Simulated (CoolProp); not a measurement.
n-octane at 293.15 K and 0.11 MPa flows at 0.059 m/s in a round tube of 2 mm bore and 1.5 µm roughness, fully developed (64/Re and Nu = 3.66 if laminar; Colebrook and Gnielinski if turbulent). Each further row changes one setting.

Values from CoolProp's reference Helmholtz-energy equation of state, Beckmüller 2019.

```tsv
case	Reynolds number	Darcy friction factor	pressure drop (Pa/m)	heat-transfer coefficient (W/(m² K))	mass flow (kg/h)
as stated	(withheld)	(withheld)	(withheld)	231	(withheld)
velocity 0.118 m/s	305	0.210	514	231	(withheld)
diameter 4 mm	305	0.210	64.2	(withheld)	1.88
```

Question: Fill in the missing entries.

Answer: 
- as stated, Reynolds number: 152
- as stated, Darcy friction factor: 0.420
- as stated, pressure drop (Pa/m): 257
- as stated, mass flow (kg/h): 0.469
- velocity 0.118 m/s, mass flow (kg/h): 0.938
- diameter 4 mm, heat-transfer coefficient (W/(m² K)): 115

Viscosity comes from a separate model (Huber 2004). Thermal conductivity comes from a separate model (Huber 2005).
